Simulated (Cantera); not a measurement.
Charge: 1 mol Cr, 5.5 mol N2O, at 1.00 bar.

Method: chemical equilibrium by Gibbs-energy minimisation in Cantera with the NASA 1993 tables (ideal gas, pure condensed phases). Candidate condensed phases: Cr, CrN, Cr2N, Cr2O3; 14 gas species. Rates play no part. All values below are at 1948 K.

Base state: N2 0.730, O2 0.263, NO 0.00712, O 0.000228, CrO3 1.69e-5, NO2 1.51e-5, CrO2 1.01e-5 (mole fractions); condensed: Cr2O3(s).

What changes in the equilibrium state with this change: N2O from 5.5 to 0.21 mol?


```
species          before     after
-------------  --------  --------
N2                0.730     0.999
Cr                <1e-9  0.000628
NO              0.00712   3.81e-8
O2                0.263     <1e-9
O              0.000228   1.04e-9
CrO3            1.69e-5     <1e-9
NO2             1.51e-5     <1e-9
CrO2            1.01e-5   2.17e-8
Cr2O3(s), mol     0.500    0.0700
Cr(s), mol            0     0.860
```
Mutual solubility and eutectic melting of coexisting phases are not modelled.
